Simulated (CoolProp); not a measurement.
Vapour-liquid equilibrium of diethyl ether (1) + n-hexane (2) at 406 K; x and y are mole fractions of (1).

Values from CoolProp's multi-fluid Helmholtz-energy mixture model, Thol 2014 and Thol 2019; pair parameters Bell 2016.

Task: Give the bubble pressure and the first vapour's composition at x = 0.5, 0.725, 0.95. Is there an azeotrope?

Result: x = 0.5: 9.251 bar, y = 0.661; x = 0.725: 10.90 bar, y = 0.828; x = 0.95: 12.61 bar, y = 0.971. No azeotrope shows between x = 0.05 and 0.95.

Pair parameters are fitted to limited data, so mixtures are less certain than the pure fluids.
